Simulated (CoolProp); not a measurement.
A closed Brayton cycle with dry air: compressor inlet 324.15 K and 1.7 MPa, high pressure 4.1 MPa, turbine inlet 930 K, compressor efficiency 0.85, turbine efficiency 0.85, recuperator effectiveness 0.8 (on enthalpy, no pinch check). Each further row changes one setting.

Computed with CoolProp (reference Helmholtz-energy equation of state, Lemmon 2000). It is a pseudo-pure fit of the blend.

| case | thermal efficiency (%) | net work (kJ/kg) | compressor to turbine work | compressor exit (K) | turbine exit (K) |
|---|---|---|---|---|---|
| as stated | 27.7 | 70.3 | 0.61 | 433.2 | 768.9 |
| turbine inlet 880 K | 25.8 | 60.4 | (withheld) | 433.2 | 726.2 |
| compressor inlet 334.15 K | (withheld) | 66.8 | 0.63 | 446.4 | 768.9 |
| high pressure 3.48 MPa | (withheld) | 62.4 | (withheld) | 410.9 | (withheld) |
| recuperator effectiveness 0.5 | 19.5 | 70.3 | 0.61 | 433.2 | 768.9 |

Q: What belongs in the gaps?

A: 
- turbine inlet 880 K, compressor to turbine work: 0.65
- compressor inlet 334.15 K, thermal efficiency (%): 26.7
- high pressure 3.48 MPa, thermal efficiency (%): 26.8
- high pressure 3.48 MPa, compressor to turbine work: 0.58
- high pressure 3.48 MPa, turbine exit (K): 796.5
